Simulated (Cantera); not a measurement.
Input (Python, Cantera) and output of one run.

```python
import numpy as np
import cantera as ct

gas_names = """
    H HO2 H2 H2O H2O2 O OH O2 O3 Pb PbO Pb2
""".split()
cond_names = """
    H2O(s) H2O(L) Pb(cr) Pb(L) PbO(rd) PbO(yw) PbO(L) PbO2(s) Pb3O4(s)
""".split()


# ... load() reads the species with a 1 bar reference pressure and builds the phases ...
atoms = {
    'PbO': {'Pb': 1, 'O': 1},
    'H2': {'H': 2},
    'H2O': {'H': 2, 'O': 1},
}
top_T = {'Pb3O4(s)': 820}  # K; cautious upper limits of use, not melting points


# ... equilibrate(T, P, feed) seeds the gas with the atoms and calls Mixture.equilibrate('TP', solver="vcs", rtol=1e-11, max_steps=5000) ...
results = []
feed = {'PbO': 1, 'H2': 2200, 'H2O': 0.074}  # mol
P = 1333.22  # Pa
for T in [773, 923, 1073, 1223, 1373, 1523, 1673, 1823, 1973, 2123, 2273]:
    mix = equilibrate(T, P, feed)
    results.append((T, P, feed, dict(zip(mix.species_names, mix.species_moles))))

top = {s: max(r[3][s] / sum(r[3][g] for g in gas_names) for r in results) for s in gas_names}
cols = sorted((s for s in top if top[s] > 0.0001), key=lambda s: -top[s])[:9]
seen = [c for c in cond_names if any(r[3].get(c, 0) > 1e-12 for r in results)]
print("log10 of partial pressures in bar; condensed amounts in mol")
print(f"{'T/K':>10s}" + "".join(f"{s[:9]:>10s}" for s in cols + seen))
for T, P, feed, n in results:
    ng = sum(n[g] for g in gas_names)
    print(f"{T:10.4g}" + "".join(f"{np.log10(max(n[s] / ng * P / 1e5, 1e-99)):10.3f}" for s in cols)
          + "".join(f"{n.get(c, 0):10.4g}" for c in seen))
```

It prints:

```
log10 of partial pressures in bar; condensed amounts in mol
       T/K        H2         H       H2O        Pb     Pb(L)
       773    -1.875   -12.980    -5.187    -7.637    0.9962
       923    -1.875   -10.549    -5.187    -5.596    0.5814
      1073    -1.876    -8.791    -5.187    -5.218         0
      1223    -1.876    -7.460    -5.187    -5.218         0
      1373    -1.876    -6.415    -5.187    -5.218         0
      1523    -1.876    -5.574    -5.187    -5.218         0
      1673    -1.876    -4.882    -5.187    -5.218         0
      1823    -1.877    -4.302    -5.188    -5.219         0
      1973    -1.881    -3.810    -5.190    -5.220         0
      2123    -1.889    -3.390    -5.195    -5.224         0
      2273    -1.907    -3.029    -5.208    -5.233         0
```

Equilibrium computed with Cantera from the NASA thermochemical tables; the gas is ideal and each condensed phase is pure.
